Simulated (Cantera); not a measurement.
Feed: 1 mol SiH2Cl2, 4.4 mol NO, 23 mol N2, held at 1673.15 K and 4.40 mbar.

Method: chemical equilibrium by Gibbs-energy minimisation in Cantera with the NASA 1993 tables (ideal gas, pure condensed phases). Candidate condensed phases: H2O, NH4Cl, Si, SiO2, Si2N2O, Si3N4; 47 gas species. The tables hold silica as quartz up to 1696 K and as liquid above; real silica turns to tridymite and cristobalite and melts near 1996 K. Rates play no part.

Base state: N2 0.882, HCl 0.0502, O2 0.0364, Cl 0.0197, H2O 0.00979, NO 0.00115, OH 0.000237, O 9.63e-5 (mole fractions); condensed: SiO2(β-quartz).

Question: What changes in the equilibrium state with this change: temperature from 1673.15 K to 1400 K?

Answer: 
```
species                before    after
-------------------  --------  -------
N2                      0.882    0.885
HCl                    0.0502   0.0605
O2                     0.0364   0.0395
Cl                     0.0197  0.00892
H2O                   0.00979  0.00489
H2                    1.17e-5  1.67e-7
O                     9.63e-5  2.84e-6
OH                   0.000237  1.74e-5
SiO2(β-quartz), mol     1.000     1.00
```
